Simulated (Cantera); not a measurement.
Feed: 1 mol SiH4, 0.61 mol H2O, 23 mol N2, at 2.10 mbar.

Method: chemical equilibrium by Gibbs-energy minimisation in Cantera with the NASA 1993 tables (ideal gas, pure condensed phases). Candidate condensed phases: H2O, Si, SiO2, Si2N2O, Si3N4; 35 gas species. N2 is the only nitrogen source here; it is nearly inert below about 1500 K, so the nitride shown seldom forms there in practice. Mutual solubility and eutectic melting of coexisting phases are not modelled. The tables hold silica as quartz up to 1696 K and as liquid above; real silica turns to tridymite and cristobalite and melts near 1996 K. The numbers say what is thermodynamically allowed, not how fast it happens. All values below are at 1248 K.

Base state: N2 0.896, H2 0.104 (mole fractions); condensed: SiO2(β-quartz) + Si2N2O(s).

What changes in the equilibrium state with this change: H2O from 0.61 to 2 mol?


```
species              before  after
-------------------  ------  -----
N2                    0.896  0.852
H2                    0.104  0.148
SiO2(β-quartz), mol  0.0732  1.000
Si2N2O(s), mol        0.463      0
```

What changes in the equilibrium state with this change: SiH4 replaced by SiF4?


| species | before | after |
|---|---|---|
| N2 | 0.896 | 0.923 |
| HF | 0 | 0.0482 |
| SiF4 | 0 | 0.0281 |
| H2 | 0.104 | 6.34e-7 |
| H2O | 5.15e-6 | 0.000372 |
| SiO2(β-quartz), mol | 0.0732 | 0.300 |
| Si2N2O(s), mol | 0.463 | 0 |
